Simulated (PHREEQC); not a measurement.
A solution holds 0.07 mol H2SO4 and 0.0069 mol CuCl2 per kg of water, at 50 °C. Closed to the air; pH follows from the charge balance.

Model: ion-association model, wateq4f.dat, run in PHREEQC.

Precipitation was switched off in this run.

### Question
Order these Cu species by the share of Cu that they hold, largest first: CuCl+, Cu+2, CuSO4.

### Answer
Cu+2 (73 %), CuSO4 (24 %), CuCl+ (3.1 %)

The pH is 1.17 and the ionic strength 0.108 mol/kgw. Constants without temperature data keep their 25 °C values here.
